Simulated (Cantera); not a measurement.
Input: 1 mol Ti, 0.5 mol CO2, 160 mol H2, at 825 °C and 0.140 bar.

Equilibrium computed with Cantera from the NASA thermochemical tables; the gas is ideal and each condensed phase is pure. Candidate condensed phases: C, C6H6, C7H8, C8H18, H2O, Ti, TiC, TiO, TiO2, Ti2O3, Ti3O5, Ti4O7; 113 gas species. Mutual solubility and eutectic melting of coexisting phases are not modelled. TiC: taken at fixed stoichiometry. Rates play no part.

Base state: H2 0.999, CH4 0.000950, CO 5.42e-5 (mole fractions); condensed: TiC(s) + Ti2O3(s).

### Question
What changes in the equilibrium state with this change: Ti replaced by Cu?

### Answer
| species | before | after |
|---|---|---|
| H2 | 0.999 | 0.994 |
| H2O | 3.73e-6 | 0.00317 |
| CO | 5.42e-5 | 0.00304 |
| CH4 | 0.000950 | 6.19e-5 |
| TiC(s), mol | 0.340 | 0 |
| Ti2O3(s), mol | 0.330 | 0 |
| Cu(s), mol | 0 | 1.000 |
Further candidate phases: Cu, CuO, Cu(OH)2, Cu2O.

### Question
What changes in the equilibrium state with this change: temperature from 825 °C to 1427 °C?

### Answer
```tsv
species	before	after
H2	0.999	0.998
CO	5.42e-5	0.00155
H	6.63e-8	0.000393
CH4	0.000950	5.53e-7
H2O	3.73e-6	2.88e-5
TiC(s), mol	0.340	0.252
Ti2O3(s), mol	0.330	0
TiO(s), mol	0	0.748
```
TiC, TiO: taken at fixed stoichiometry. Condensed phases not in the tables: solid solutions among these carbides, nitrides and lower oxides.
